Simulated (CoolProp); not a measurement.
Vapour-liquid equilibrium of carbon dioxide (1) + CH3F (R41) (2) at 242.4 K; x and y are mole fractions of (1).

Model: multi-fluid Helmholtz-energy mixture model, Span 1996 and Lemmon 2006; pair parameters Bell 2016, in CoolProp.

| x | bubble pressure (MPa) | y at the bubble point | dew pressure at overall composition x (MPa) | liquid density (mol/L) |
|---|---|---|---|---|
| 0.05 | 0.8276 | 0.077 | 0.8177 | 22.72 |
| 0.15 | 0.8822 | 0.215 | 0.8558 | 22.89 |
| 0.25 | 0.9355 | 0.339 | 0.8966 | 23.06 |
| 0.35 | 0.9889 | 0.452 | 0.9403 | 23.25 |
| 0.45 | 1.043 | 0.557 | ___ | 23.44 |
| 0.55 | 1.100 | 0.654 | 1.040 | 23.64 |
| 0.65 | 1.159 | ___ | 1.097 | 23.84 |
| 0.75 | 1.222 | ___ | 1.163 | 24.03 |
| 0.85 | 1.288 | 0.903 | 1.240 | 24.23 |
| 0.95 | 1.357 | 0.970 | 1.335 | 24.42 |

Task: What belongs in the gaps?

Result: 
- 0.45, dew pressure at overall composition x (MPa): 0.9877
- 0.65, y at the bubble point: 0.744
- 0.75, y at the bubble point: 0.827

No azeotrope shows between x = 0.05 and 0.95.

Pair parameters are fitted to limited data, so mixtures are less certain than the pure fluids.
